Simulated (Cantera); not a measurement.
An isothermal, constant-pressure homogeneous reactor starts with NH3 : N2 = 1 : 7.7 (molar parts), at 1525 K and 0.0170 bar. Integrator tolerance rtol = 1e-08.

Cantera simulation using the gas-phase N/H chemistry of the illustrative SiF4/NH3 mechanism in the Surface Chemkin manual (1991); the numbers are that mechanism's predictions, not measurements. Walls and surfaces, which speed up NH3 decomposition in real reactors, are not modelled.

**Question.** What does this change do: temperature 1525 to 1850 K?

**Answer.** 
```tsv
quantity	before	after
x(NH3) at 5.00 s	0.112 (gas-phase equilibrium 5.39e-8)	0.0340 (gas-phase equilibrium 2.47e-8)
x(H) at 5.00 s	8.46e-7 (gas-phase equilibrium 7.18e-5)	0.000113 (gas-phase equilibrium 0.00163)
x(NH) at 5.00 s	3.41e-7 (gas-phase equilibrium 2.36e-12)	4.01e-6 (gas-phase equilibrium 3.31e-10)
x(N2) at 5.00 s	0.884 (gas-phase equilibrium 0.845)	0.857 (gas-phase equilibrium 0.845)
x(N) at 5.00 s	6.79e-9 (gas-phase equilibrium <1e-12)	6.53e-7 (gas-phase equilibrium 6.10e-10)
x(H2) at 5.00 s	0.00391 (gas-phase equilibrium 0.155)	0.109 (gas-phase equilibrium 0.154)
```
